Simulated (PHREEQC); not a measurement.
Make-up at 20 °C: 0.081 mol CuSO4 and 0.023 mol HNO3 per kg of water. Closed to the air; pH follows from the charge balance.

All values are PHREEQC results (ion-association model, wateq4f.dat), not measurements.

No solid was allowed to form.

Q: What pH does the model give?

A: pH 2.04.

Q: In which forms is S present?

A: SO4-2 45 %, CuSO4 41 %, HSO4- 14 % of the S.

Complexes and solids missing from the database can't appear.
